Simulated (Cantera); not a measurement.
What does this Cantera script print?

```python
import numpy as np
import cantera as ct

gas = ct.Solution("gri30.yaml")
gas.TPX = 1325, 380000, {'CH4': 1, 'O2': 2.22, 'N2': 8.36, 'CO2': 1.1}
reactor = ct.IdealGasReactor(gas, energy="on", clone=False)
net = ct.ReactorNet([reactor])
net.rtol, net.atol = 1e-08, 1e-16
show = ['CH4', 'O2', 'CO2', 'NO2', 'H2O']
times = np.geomspace(9e-06, 2, 13)

steps = ct.SolutionArray(gas, extra=["t"])
rows = []
print(f"{'t/s':>10s}{'T/K':>9s}{'P/Pa':>11s}" + "".join(f"{s:>11s}" for s in show))
for t in times:
    while net.time < t:
        t_next = net.step()
        steps.append(gas.state, t=t_next)
    rows.append([np.interp(t, steps.t, y) for y in (steps.T, steps.P, *steps(*show).X.T)])
    print(f"{t:10.3e}{rows[-1][0]:9.1f}{rows[-1][1]:11.4g}" + "".join(f"{x:11.3e}" for x in rows[-1][2:]))
rate = np.gradient(steps.T, steps.t)
print("integrator steps:", len(steps.t))
if steps.T.max() > steps.T[0] + 200:
    print(f"time of steepest temperature rise: {steps.t[rate.argmax()]:.4e} s")
gas.TPX = 1325, 380000, {'CH4': 1, 'O2': 2.22, 'N2': 8.36, 'CO2': 1.1}
gas.equilibrate("UV")
print(f"equilibrium (UV): T = {gas.T:.1f} K  " + "  ".join(f"{s} {gas[s].X[0]:.3e}" for s in show))
```

Output:

```
       t/s      T/K       P/Pa        CH4         O2        CO2        NO2        H2O
 9.000e-06   1325.0    3.8e+05  7.886e-02  1.751e-01  8.675e-02  8.192e-23  1.797e-08
 2.511e-05   1325.0    3.8e+05  7.886e-02  1.751e-01  8.675e-02  3.155e-21  1.368e-07
 7.004e-05   1325.0    3.8e+05  7.886e-02  1.751e-01  8.675e-02  1.593e-19  1.341e-06
 1.954e-04   1325.0    3.8e+05  7.884e-02  1.751e-01  8.675e-02  9.006e-18  1.517e-05
 5.451e-04   1325.8  3.802e+05  7.868e-02  1.750e-01  8.675e-02  3.810e-16  1.252e-04
 1.521e-03   1331.7  3.819e+05  7.763e-02  1.743e-01  8.675e-02  2.323e-14  9.317e-04
 4.243e-03   2752.6    8.1e+05  2.762e-15  2.733e-02  1.276e-01  7.453e-06  1.411e-01
 1.184e-02   2751.2  8.096e+05  2.777e-15  2.700e-02  1.276e-01  7.933e-06  1.411e-01
 3.302e-02   2751.2  8.096e+05  2.777e-15  2.700e-02  1.276e-01  7.933e-06  1.411e-01
 9.212e-02   2751.2  8.096e+05  2.777e-15  2.700e-02  1.276e-01  7.933e-06  1.411e-01
 2.570e-01   2751.2  8.096e+05  2.777e-15  2.700e-02  1.276e-01  7.933e-06  1.411e-01
 7.169e-01   2751.2  8.096e+05  2.777e-15  2.700e-02  1.276e-01  7.933e-06  1.411e-01
 2.000e+00   2751.2  8.096e+05  2.777e-15  2.700e-02  1.276e-01  7.933e-06  1.411e-01
integrator steps: 2224
time of steepest temperature rise: 2.9296e-03 s
equilibrium (UV): T = 2751.2 K  CH4 3.642e-15  O2 2.700e-02  CO2 1.276e-01  NO2 7.933e-06  H2O 1.411e-01
```

Cantera simulation using GRI-Mech 3.0 (53 species, 325 reactions); the numbers are that mechanism's predictions, not measurements.
